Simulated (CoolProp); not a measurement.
A simple Rankine cycle with R142b: condensing at 317.15 K, boiler at 1.6 MPa, turbine inlet 469 K, turbine efficiency 0.9, pump efficiency 0.7, no recuperator. Each further row changes one setting.

Model: reference Helmholtz-energy equation of state, Lemmon 2006, in CoolProp. It is a short technical equation, of lower accuracy than the large ones.

```json
[
 {"case": "as stated", "thermal efficiency (%)": "9.0", "net work (kJ/kg)": "30.2", "heat in (kJ/kg)": "336", "turbine exit temperature (K)": "432.4", "volume ratio over the turbine": "2.66"},
 {"case": "condensing temperature 309.15 K", "thermal efficiency (%)": "10.6", "net work (kJ/kg)": "36.8", "heat in (kJ/kg)": "347", "turbine exit temperature (K)": "425.1", "volume ratio over the turbine": "3.29"},
 {"case": "boiler pressure 1.12 MPa", "thermal efficiency (%)": "6.0", "net work (kJ/kg)": "20.4", "heat in (kJ/kg)": "340", "turbine exit temperature (K)": "445.8", "volume ratio over the turbine": "1.87"},
 {"case": "turbine efficiency 0.8", "thermal efficiency (%)": "7.9", "net work (kJ/kg)": "26.7", "heat in (kJ/kg)": "336", "turbine exit temperature (K)": "435.7", "volume ratio over the turbine": "2.69"}
]
```
